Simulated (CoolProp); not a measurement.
Aqueous magnesium chloride as a coolant, at -1 °C, 1 atm.

Model: Melinder's fits for secondary coolants, in CoolProp.

```tsv
mass %	freezing point (°C)	Prandtl number	conductivity (W/(m K))	cp (kJ/(kg K))	viscosity (mPa s)
5.3	-3.2	16.2	0.550	?	?
8.3	-6.1	17.8	0.543	3.671	2.63
11.3	-10.2	?	?	3.497	3.13
14.3	-15.4	23.1	?	3.333	3.66
17.2	-21.5	?	0.520	3.184	4.14
20.2	-29.3	?	0.512	3.043	5.26
23.2	-40.5	65.2	0.499	?	11.2
```

Q: What belongs in the gaps?

A: 
- 5.3, cp (kJ/(kg K)): 3.855
- 5.3, viscosity (mPa s): 2.31
- 11.3, Prandtl number: 20.4
- 11.3, conductivity (W/(m K)): 0.535
- 14.3, conductivity (W/(m K)): 0.527
- 17.2, Prandtl number: 25.3
- 20.2, Prandtl number: 31.3
- 23.2, cp (kJ/(kg K)): 2.913
